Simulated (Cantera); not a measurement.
Equilibrium for tantalum, niobium, vanadium and zirconium in process gases: Ta + CH₄ + H₂

Charge: 1 mol Ta, 1.4 mol CH₄, 2.6 mol H₂, equilibrated at 1.30 Pa.

Equilibrium computed with Cantera from the NASA thermochemical tables; the gas is ideal and each condensed phase is pure. Candidate condensed phases: C, C₆H₆, C₇H₈, C₈H₁₈, Ta, TaC; 77 gas species. TaC: taken at fixed stoichiometry. Condensed phases not in the tables: Ta₂C. The numbers say what is thermodynamically allowed, not how fast it happens.

From 1502 °C to 2102 °C the condensed part is C(graphite) + TaC(s). At 2152 °C the condensed part is TaC(s).

```json
[
 {"T (°C)": "1502", "log p H": "-6.00", "log p H₂": "-4.92", "log p C₃": "-13.28", "log p C": "-12.89", "log p C₂": "-14.36", "log p C₂H₂ (acetylene)": "-8.77", "n C(graphite)": "0.399", "n TaC(s)": "1.00"},
 {"T (°C)": "1552", "log p H": "-5.83", "log p H₂": "-4.94", "log p C₃": "-12.61", "log p C": "-12.31", "log p C₂": "-13.70", "log p C₂H₂ (acetylene)": "-8.61", "n C(graphite)": "0.398", "n TaC(s)": "1.00"},
 {"T (°C)": "1602", "log p H": "-5.67", "log p H₂": "-4.97", "log p C₃": "-11.99", "log p C": "-11.76", "log p C₂": "-13.07", "log p C₂H₂ (acetylene)": "-8.46", "n C(graphite)": "0.397", "n TaC(s)": "1.00"},
 {"T (°C)": "1652", "log p H": "-5.52", "log p H₂": "-5.00", "log p C₃": "-11.39", "log p C": "-11.25", "log p C₂": "-12.47", "log p C₂H₂ (acetylene)": "-8.34", "n C(graphite)": "0.396", "n TaC(s)": "1.00"},
 {"T (°C)": "1702", "log p H": "-5.39", "log p H₂": "-5.05", "log p C₃": "-10.83", "log p C": "-10.75", "log p C₂": "-11.90", "log p C₂H₂ (acetylene)": "-8.24", "n C(graphite)": "0.394", "n TaC(s)": "1.00"},
 {"T (°C)": "1752", "log p H": "-5.27", "log p H₂": "-5.12", "log p C₃": "-10.29", "log p C": "-10.29", "log p C₂": "-11.36", "log p C₂H₂ (acetylene)": "-8.16", "n C(graphite)": "0.393", "n TaC(s)": "1.00"},
 {"T (°C)": "1802", "log p H": "-5.17", "log p H₂": "-5.20", "log p C₃": "-9.78", "log p C": "-9.84", "log p C₂": "-10.85", "log p C₂H₂ (acetylene)": "-8.11", "n C(graphite)": "0.391", "n TaC(s)": "1.00"},
 {"T (°C)": "1852", "log p H": "-5.09", "log p H₂": "-5.31", "log p C₃": "-9.30", "log p C": "-9.42", "log p C₂": "-10.36", "log p C₂H₂ (acetylene)": "-8.08", "n C(graphite)": "0.388", "n TaC(s)": "1.00"},
 {"T (°C)": "1902", "log p H": "-5.03", "log p H₂": "-5.44", "log p C₃": "-8.84", "log p C": "-9.01", "log p C₂": "-9.90", "log p C₂H₂ (acetylene)": "-8.09", "n C(graphite)": "0.385", "n TaC(s)": "1.00"},
 {"T (°C)": "1952", "log p H": "-4.98", "log p H₂": "-5.59", "log p C₃": "-8.40", "log p C": "-8.63", "log p C₂": "-9.46", "log p C₂H₂ (acetylene)": "-8.12", "n C(graphite)": "0.377", "n TaC(s)": "1.00"},
 {"T (°C)": "2002", "log p H": "-4.95", "log p H₂": "-5.76", "log p C₃": "-7.98", "log p C": "-8.26", "log p C₂": "-9.03", "log p C₂H₂ (acetylene)": "-8.18", "n C(graphite)": "0.359", "n TaC(s)": "1.00"},
 {"T (°C)": "2052", "log p H": "-4.93", "log p H₂": "-5.94", "log p C₃": "-7.58", "log p C": "-7.90", "log p C₂": "-8.63", "log p C₂H₂ (acetylene)": "-8.25", "n C(graphite)": "0.313", "n TaC(s)": "1.00"},
 {"T (°C)": "2102", "log p H": "-4.92", "log p H₂": "-6.13", "log p C₃": "-7.19", "log p C": "-7.56", "log p C₂": "-8.24", "log p C₂H₂ (acetylene)": "-8.34", "n C(graphite)": "0.203", "n TaC(s)": "1.00"},
 {"T (°C)": "2152", "log p H": "-4.91", "log p H₂": "-6.32", "log p C₃": "-6.88", "log p C": "-7.26", "log p C₂": "-7.91", "log p C₂H₂ (acetylene)": "-8.47", "n C(graphite)": "0", "n TaC(s)": "1.00"}
]
```
log p: log10 of the partial pressure in bar; n: condensed amount in mol.
